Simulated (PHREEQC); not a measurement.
Solution (25 °C): 120 mmol/kgw CuSO4, 0.11 mmol/kgw H2SO4 and 1.3 mmol/kgw KCl. Closed to the air; pH follows from the charge balance.

Computed with PHREEQC (ion-association model, phreeqc.dat).

Each row changes one thing in this solution. No solid was allowed to form.

```tsv
case	pH	ionic strength (mol/kgw)	Cu+2 (mol/kgw)	SO4-2 (mol/kgw)	CuSO4 (mol/kgw)	HSO4- (mol/kgw)
as made	4.15	0.244	0.0606	0.0605	0.0593	0.000154
CuSO4 from 0.12 to 0.6 mol/kgw	(withheld)	1.05	0.262	0.262	0.338	0.000301
0.056 mol/kgw HCl added	1.69	0.289	0.0716	(withheld)	0.0453	0.0303
0.0018 mol/kgw HBr added	3.23	0.245	0.0610	0.0598	0.0589	0.00127
KCl left out	4.15	0.242	0.0605	0.0605	0.0595	0.000154
H2SO4 from 0.00011 to 5.5e-05 mol/kgw	4.33	0.243	0.0605	0.0605	0.0593	0.000102
diluted 2-fold with water	(withheld)	0.133	0.0330	0.0330	0.0270	6.93e-5
temperature from 25 to 50 °C	4.12	0.237	0.0590	0.0590	0.0607	0.000284
```

### Question
Fill in the missing entries.

### Answer

- CuSO4 from 0.12 to 0.6 mol/kgw, pH: 4.20
- 0.056 mol/kgw HCl added, SO4-2 (mol/kgw): 0.0444
- diluted 2-fold with water, pH: 4.31

The ionic strength passes 0.7 mol/kgw, the rough limit of the ion-association models, in CuSO4 from 0.12 to 0.6 mol/kgw. Complexes and solids missing from the database can't appear. At this temperature some constants are extrapolated from 25 °C, and those without enthalpy data are left unchanged.
